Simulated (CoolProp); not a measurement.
Vapour-liquid equilibrium of n-hexane (1) + dimethyl carbonate (2) at 366.5 K; x and y are mole fractions of (1).

Values from CoolProp's multi-fluid Helmholtz-energy mixture model, Thol 2019 and Zhou 2011; pair parameters Bell 2016.

| x | bubble pressure, mixture model (MPa) | bubble pressure, Raoult's law (MPa) | y, mixture model | y, Raoult's law |
|---|---|---|---|---|
| 0.05 | 0.1431 | 0.1170 | 0.245 | 0.088 |
| 0.125 | 0.1738 | 0.1241 | … | 0.208 |
| 0.2 | … | 0.1312 | 0.493 | 0.315 |
| 0.275 | … | 0.1383 | 0.543 | 0.412 |
| 0.35 | 0.2125 | 0.1454 | 0.578 | 0.498 |
| 0.425 | … | 0.1525 | 0.606 | 0.577 |
| 0.5 | 0.2220 | 0.1596 | 0.632 | 0.648 |
| 0.575 | 0.2249 | 0.1667 | … | 0.714 |
| 0.65 | 0.2269 | 0.1738 | … | 0.774 |
| 0.725 | 0.2276 | 0.1809 | 0.724 | 0.829 |
| 0.8 | 0.2265 | 0.1880 | … | 0.881 |
| 0.875 | 0.2228 | 0.1951 | 0.832 | 0.928 |
| 0.95 | 0.2151 | 0.2022 | … | 0.972 |

**Question.** Some entries are withheld; supply them.

**Answer.** 
- 0.125, y, mixture model: 0.411
- 0.2, bubble pressure, mixture model (MPa): 0.1928
- 0.275, bubble pressure, mixture model (MPa): 0.2047
- 0.425, bubble pressure, mixture model (MPa): 0.2180
- 0.575, y, mixture model: 0.658
- 0.65, y, mixture model: 0.688
- 0.8, y, mixture model: 0.770
- 0.95, y, mixture model: 0.919

The largest gap from Raoult's law is +48.0 % in bubble pressure, at x = 0.275. y crosses x between x = 0.65 and 0.725: the model has an azeotrope there.

The pair parameters rest on a limited set of measurements; away from them the model extrapolates.
